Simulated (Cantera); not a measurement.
Feed: 1 mol Si, 1.1 mol Br2, 30 mol H2, held at 650 K.

Method: chemical equilibrium by Gibbs-energy minimisation in Cantera with the NASA 1993 tables (ideal gas, pure condensed phases). Candidate condensed phases: Br2, Si; 19 gas species. The numbers say what is thermodynamically allowed, not how fast it happens.

log p: log10 of the partial pressure in bar; n: condensed amount in mol.

| P (Pa) | log p H2 | log p SiBr4 | log p HBr | log p SiHBr3 | log p SiH2Br2 | n Si(s) |
|---|---|---|---|---|---|---|
| 1 | -5.01 | -6.77 | -7.42 | -8.74 | ___ | 0.478 |
| 4.20 | -4.39 | -6.14 | -6.95 | -7.95 | ___ | 0.468 |
| 18 | -3.75 | -5.51 | -6.48 | -7.16 | ___ | 0.461 |
| 75 | -3.13 | -4.89 | -6.01 | -6.38 | ___ | 0.456 |
| 320 | -2.50 | -4.26 | -5.54 | -5.60 | ___ | 0.451 |
| 1300 | -1.89 | -3.66 | -5.08 | -4.84 | ___ | 0.446 |
| 5600 | -1.26 | -3.03 | -4.61 | -4.05 | ___ | 0.440 |
| 24000 | -0.63 | -2.41 | -4.14 | -3.27 | ___ | 0.433 |
| 100000 | -0.01 | -1.81 | -3.68 | -2.51 | ___ | 0.424 |

### Question
Complete the blanks.

### Answer

- 1, log p SiH2Br2: -11.03
- 4.20, log p SiH2Br2: -10.10
- 18, log p SiH2Br2: -9.15
- 75, log p SiH2Br2: -8.22
- 320, log p SiH2Br2: -7.27
- 1300, log p SiH2Br2: -6.36
- 5600, log p SiH2Br2: -5.41
- 24000, log p SiH2Br2: -4.47
- 100000, log p SiH2Br2: -3.55
